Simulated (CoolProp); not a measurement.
Vapour-liquid equilibrium of R143a (1) + R236FA (2) at 0.0629 bar; x and y are mole fractions of (1).

Values from CoolProp's multi-fluid Helmholtz-energy mixture model, Lemmon and Jacobsen 2000 and Pan 2012; pair parameters Bell 2016.

```json
[
 {"x": "0.05", "bubble temperature (K)": "214.0", "y at the bubble point": "0.392", "dew temperature at overall composition x (K)": "219.5", "liquid density (mol/L)": "10.77"},
 {"x": "0.15", "bubble temperature (K)": "205.0", "y at the bubble point": "0.732", "dew temperature at overall composition x (K)": "218.1", "liquid density (mol/L)": "11.25"},
 {"x": "0.25", "bubble temperature (K)": "198.9", "y at the bubble point": "0.861", "dew temperature at overall composition x (K)": "216.5", "liquid density (mol/L)": "11.70"},
 {"x": "0.35", "bubble temperature (K)": "194.5", "y at the bubble point": "0.920", "dew temperature at overall composition x (K)": "[?]", "liquid density (mol/L)": "12.14"},
 {"x": "0.45", "bubble temperature (K)": "191.1", "y at the bubble point": "0.952", "dew temperature at overall composition x (K)": "[?]", "liquid density (mol/L)": "12.58"},
 {"x": "0.55", "bubble temperature (K)": "188.4", "y at the bubble point": "0.970", "dew temperature at overall composition x (K)": "[?]", "liquid density (mol/L)": "[?]"},
 {"x": "0.65", "bubble temperature (K)": "[?]", "y at the bubble point": "0.982", "dew temperature at overall composition x (K)": "207.8", "liquid density (mol/L)": "13.49"},
 {"x": "0.75", "bubble temperature (K)": "184.4", "y at the bubble point": "[?]", "dew temperature at overall composition x (K)": "204.3", "liquid density (mol/L)": "13.97"},
 {"x": "0.85", "bubble temperature (K)": "182.8", "y at the bubble point": "[?]", "dew temperature at overall composition x (K)": "199.6", "liquid density (mol/L)": "14.48"},
 {"x": "0.95", "bubble temperature (K)": "181.4", "y at the bubble point": "0.998", "dew temperature at overall composition x (K)": "191.4", "liquid density (mol/L)": "15.00"}
]
```

Problem. Fill in the missing entries.

Solution. 
- 0.35, dew temperature at overall composition x (K): 214.8
- 0.45, dew temperature at overall composition x (K): 212.8
- 0.55, dew temperature at overall composition x (K): 210.5
- 0.55, liquid density (mol/L): 13.03
- 0.65, bubble temperature (K): 186.2
- 0.75, y at the bubble point: 0.989
- 0.85, y at the bubble point: 0.995

No azeotrope shows between x = 0.05 and 0.95.

Pair parameters are fitted to limited data, so mixtures are less certain than the pure fluids.
